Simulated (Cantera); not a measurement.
Stirred combustor or abatement burner

A perfectly stirred reactor is fed with H2 : O2 : N2 : H2O = 1 : 0.658 : 2.47 : 0.82 (molar parts), equivalence ratio 0.76, at 0.900 bar; it is adiabatic with a 725 K inlet, and is followed from long to short residence time, starting on the burning branch (τ in s: 0.31, 0.11, 0.042, 0.016, 0.0057, 0.0021, 0.00078, 0.00029, 0.00011, 3.9e-05).

Model: the H2/O2 subset of GRI-Mech 3.0, which has no nitrogen chemistry, integrated in Cantera.

```json
[
 {"τ (s)": "0.31", "T (K)": "2107", "x H2": "0.00154", "x O2": "0.0349", "x H2O": "0.404", "x H2O2": "1.90e-7", "x H": "0.000146", "x OH": "0.00460"},
 {"τ (s)": "0.11", "T (K)": "2105", "x H2": "0.00173", "x O2": "0.0350", "x H2O": "0.404", "x H2O2": "1.96e-7", "x H": "0.000171", "x OH": "0.00482"},
 {"τ (s)": "0.042", "T (K)": "2099", "x H2": "0.00215", "x O2": "0.0350", "x H2O": "0.403", "x H2O2": "2.09e-7", "x H": "0.000236", "x OH": "0.00530"},
 {"τ (s)": "0.016", "T (K)": "2088", "x H2": "0.00311", "x O2": "0.0352", "x H2O": "0.401", "x H2O2": "2.40e-7", "x H": "0.000410", "x OH": "0.00624"},
 {"τ (s)": "0.0057", "T (K)": "2062", "x H2": "0.00519", "x O2": "0.0357", "x H2O": "0.397", "x H2O2": "3.10e-7", "x H": "0.000904", "x OH": "0.00784"},
 {"τ (s)": "0.0021", "T (K)": "2019", "x H2": "0.00876", "x O2": "0.0368", "x H2O": "0.391", "x H2O2": "4.29e-7", "x H": "0.00209", "x OH": "0.00980"},
 {"τ (s)": "0.00078", "T (K)": "1950", "x H2": "0.0141", "x O2": "0.0388", "x H2O": "0.381", "x H2O2": "6.27e-7", "x H": "0.00464", "x OH": "0.0117"},
 {"τ (s)": "0.00029", "T (K)": "1850", "x H2": "0.0209", "x O2": "0.0419", "x H2O": "0.368", "x H2O2": "1.01e-6", "x H": "0.00947", "x OH": "0.0129"},
 {"τ (s)": "0.00011", "T (K)": "1720", "x H2": "0.0287", "x O2": "0.0464", "x H2O": "0.352", "x H2O2": "1.85e-6", "x H": "0.0171", "x OH": "0.0126"},
 {"τ (s)": "3.9e-5", "T (K)": "1550", "x H2": "0.0399", "x O2": "0.0539", "x H2O": "0.331", "x H2O2": "4.10e-6", "x H": "0.0273", "x OH": "0.0103"}
]
```
x: mole fraction; the columns are a selection and need not sum to one.
